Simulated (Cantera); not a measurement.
A closed system holds: 1 mol CH4, 0.042 mol NH3, 0.18 mol N2, equilibrated at 1973 K and 4100 Pa.

Equilibrium computed with Cantera from the NASA thermochemical tables; the gas is ideal and each condensed phase is pure. Candidate condensed phases: C, C6H6, C7H8, C8H18; 92 gas species. The numbers say what is thermodynamically allowed, not how fast it happens.

Base state: H2 0.903, N2 0.0866, H 0.00633, HCN 0.00370, C2H2 (acetylene) 0.000578, HNC 0.000200, CH4 1.52e-5 (mole fractions); condensed: C(graphite).

Q: What changes in the equilibrium state with this change: temperature from 1973 K to 1473 K?

A: 
```
species             before     after
----------------  --------  --------
H2                   0.903     0.911
N2                  0.0866    0.0887
HCN                0.00370  0.000247
H                  0.00633   5.96e-5
C2H2 (acetylene)  0.000578   5.93e-6
HNC               0.000200   3.82e-6
CH4                1.52e-5   9.99e-5
C(graphite), mol     0.988     0.999
```
